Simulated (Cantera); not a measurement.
A closed system holds: 1 mol PbO, 0.42 mol CH4, 1.1 mol N2, at 2473.15 K and 0.000680 bar.

These are equilibrium values from Cantera (NASA tables, ideal gas, pure condensed phases), not measurements of a reactor. Candidate condensed phases: C, C6H6, C7H8, C8H18, H2O, Pb, PbO, PbO2, Pb3O4; 139 gas species. The numbers say what is thermodynamically allowed, not how fast it happens.

Base state: N2 0.267, Pb 0.242, H 0.208, CO 0.0943, H2 0.0589, O 0.0518, H2O 0.0314, OH 0.0222 (mole fractions); condensed: gas only.

**Question.** What changes in the equilibrium state with this change: temperature from 2473.15 K to 1800 K?

**Answer.** 
```csv
species,before,after
N2,0.267,0.327
Pb,0.242,0.296
H2O,0.0314,0.139
H,0.208,0.00450
O,0.0518,1.25e-5
O2,0.0114,7.17e-6
OH,0.0222,0.000385
CO2,0.00821,0.0316
H2,0.0589,0.108
CO,0.0943,0.0931
NO,0.00297,1.56e-5
PbO,0.00237,0.000766
```

**Question.** What changes in the equilibrium state with this change: PbO replaced by Cu2O?

**Answer.** 
| species | before | after |
|---|---|---|
| Cu | 0 | 0.387 |
| N2 | 0.267 | 0.212 |
| H | 0.208 | 0.179 |
| Pb | 0.242 | 0 |
| H2O | 0.0314 | 0.0211 |
| H2 | 0.0589 | 0.0436 |
| OH | 0.0222 | 0.0173 |
| CO | 0.0943 | 0.0754 |
| O2 | 0.0114 | 0.00932 |
| O | 0.0518 | 0.0469 |
| PbO | 0.00237 | 0 |
| CuO | 0 | 7.15e-5 |
Further candidate phases: Cu, CuO, Cu(OH)2, Cu2O.
